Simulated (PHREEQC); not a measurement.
Dissolve 0.0051 mol/kgw CsF at 25 °C. Closed to the air; pH follows from the charge balance.

The numbers come from PHREEQC with the ion-association model, wateq4f.dat.

```json
[
 {"quantity": "pH", "before": "7.44", "after": "7.27"},
 {"quantity": "ionic strength (mol/kgw)", "before": "0.00510", "after": "0.00510"}
]
```

Question: Name the change that produced these shifts.
A. temperature from 25 to 65 °C
B. 0.00014 mol/kgw ZnCl2 added
C. temperature from 25 to 40 °C
D. CsF replaced by NaHF2 at the same molality
E. CsF replaced by CsCl at the same molality

Answer: C, temperature from 25 to 40 °C

No solid was allowed to form. At this temperature some constants are extrapolated from 25 °C, and those without enthalpy data are left unchanged.
